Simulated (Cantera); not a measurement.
Input: 1 mol BN, a varied amount of H₂, held at 13.3 mbar.

These are equilibrium values from Cantera (NASA tables, ideal gas, pure condensed phases), not measurements of a reactor. Candidate condensed phases: B, BN; 15 gas species. Mutual solubility and eutectic melting of coexisting phases are not modelled. Rates play no part.

Stable condensed phases, one row left out:

```
T in °C \ n(H₂) in mol
         0.13 0.18 0.25 0.35 0.48 0.66 0.92  1.3  1.8  2.4  3.4  4.7
   2577     A    A    A    A    A    A    A    A    A    A    A    B
   2477     A    A    A    A    A    A    A    A    A    A    A    A
   2377     A    A    A    A    A    A    A    A    A    A    A    A
   2277     A    A    A    A    A    A    A    A    A    A    A    A
   2177     A    A    A    A    A    A    A    A    A    A    A    A
   2077     C    A    A    A    A    A    A    A    A    A    A    A
   1977     C    C    C    C    C    C    C    C    A    A    A    A
   1777     C    C    C    C    C    C    C    C    C    C    C    C
   1677     C    C    C    C    C    C    C    C    C    C    C    C
   1577     C    C    C    C    C    C    C    C    C    C    C    C
```

A: B; B: gas only; C: B + BN.

### Question
Give the row for 1877 °C.

### Answer
0.13: B + BN; 0.18: B + BN; 0.25: B + BN; 0.35: B + BN; 0.48: B + BN; 0.66: B + BN; 0.92: B + BN; 1.3: B + BN; 1.8: B + BN; 2.4: B + BN; 3.4: B + BN; 4.7: B + BN.
